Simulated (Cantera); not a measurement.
A perfectly stirred reactor is fed with CH4 : H2 : O2 = 0.046 : 1 : 0.001 (molar parts), equivalence ratio 590, at 34.5 Torr; it is held at 2825 K, and followed from long to short residence time.

Computed with Cantera and GRI-Mech 3.0 (53 species, 325 reactions). GRI-Mech 3.0 stops at C3 and has no aromatics, soot or wall deposition, so with more carbon than oxygen in the feed, carbon stays in small species such as C2H2 where larger ones or solid carbon would form. Radical loss at walls, strong at low pressure, is not modelled.

Question: Predict: x(CH4) at τ = 14.0 s; x(H2) at τ = 14.0 s; x(C2H4) at τ = 14.0 s; x(CH4) at τ = 0.260 s; x(H2) at τ = 0.260 s; x(O2) at τ = 0.260 s; x(C2H4) at τ = 0.260 s.

Answer: 
- x(CH4) at τ = 14.0 s = 1.50e-6
- x(H2) at τ = 14.0 s = 0.645
- x(C2H4) at τ = 14.0 s = 1.21e-7
- x(CH4) at τ = 0.260 s = 3.18e-6
- x(H2) at τ = 0.260 s = 0.670
- x(O2) at τ = 0.260 s = 7.77e-9
- x(C2H4) at τ = 0.260 s = 1.52e-7
